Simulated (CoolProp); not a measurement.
Properties of ethylbenzene along the isotherm 620 K (Tc = 617.1 K, pc = 3622 kPa, ω = 0.304).

Model: reference Helmholtz-energy equation of state, Zhou 2012, in CoolProp.

```tsv
p (kPa)	phase	Z	expansivity (1/kK)
418	gas	0.9583	1.856
836	gas	0.9144	2.167
1250	gas	0.8680	2.573
1670	gas	0.8172	3.146
2090	gas	0.7610	3.998
2510	gas	0.6970	5.406
2930	gas	0.6203	8.179
3340	gas	0.5209	15.88
3760	supercritical	0.2539	320.5
4180	supercritical	0.2040	17.20
4600	supercritical	0.2116	10.43
5020	supercritical	0.2227	7.883
5430	supercritical	0.2349	6.527
```
